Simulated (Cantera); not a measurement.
Charge: 1 mol Cr, 16 mol N2, 6.8 mol H2, equilibrated at 0.0345 Torr.

Equilibrium computed with Cantera from the NASA thermochemical tables; the gas is ideal and each condensed phase is pure. Candidate condensed phases: Cr, CrN, Cr2N; 11 gas species. Rates play no part. All values below are at 998 K.

Base state: N2 0.698, H2 0.302 (mole fractions); condensed: Cr2N(s).

Question: What changes in the equilibrium state with this change: pressure from 0.0345 Torr to 82.5 Torr?

Answer: 
```tsv
species	before	after
N2	0.698	0.695
H2	0.302	0.305
Cr2N(s), mol	0.500	0
CrN(s), mol	0	1.00
```
